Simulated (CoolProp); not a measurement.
A single-stage vapour-compression cycle with the fluid: evaporating at 194.15 K (dew point), condensing at 219.15 K (bubble point), superheat 0 K, subcooling 0 K, compressor efficiency 0.85, no pressure losses. The same conditions are run with several fluids, on thermodynamics alone (safety and materials aside).

Computed with CoolProp (reference Helmholtz-energy equation of state of each fluid (R13: Platzer 1990; hydrogen chloride: Thol 2018; R22: Kamei 1995; propylene: Lemmon 2013; ethylene: Smukala 2000; C2F6 (R116): Lemmon 2006)). The equations of Platzer and Polt are older, rougher fits.

| fluid | cooling COP | pressure ratio | discharge temperature (K) | refrigerating effect (kJ/kg) | volumetric capacity (kJ/m³) |
|---|---|---|---|---|---|
| R13 | 5.88 | 3.11 | 238.4 | 125 | 976 |
| hydrogen chloride | 5.73 | 3.19 | 281.6 | 395 | 1300 |
| R22 | 5.93 | 4.69 | 263.5 | 230 | 138 |
| propylene | 6.01 | 4.03 | 250.5 | 418 | 205 |
| ethylene | 5.69 | 2.61 | 250.8 | 378 | 2540 |
| C2F6 (R116) | 5.74 | 3.26 | 224.4 | 93.0 | 802 |
